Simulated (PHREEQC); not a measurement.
Solution (20 °C): 0.091 mol/kgw MnSO4, 0.00062 mol/kgw CuCl2, 0.094 mol/kgw HCl and 5.1e-05 mol/kgw Na2SO4. Closed to the air; pH follows from the charge balance.

The numbers come from PHREEQC with the ion-association model, wateq4f.dat.

This is a speciation only: nothing precipitates in the calculation.

### Question
Predict the pH, ionic strength.

### Answer
pH 1.37; ionic strength 0.279 mol/kgw.

### Question
In which forms is S present?

### Answer
HSO4- 44 %, SO4-2 32 %, MnSO4 24 % of the S.
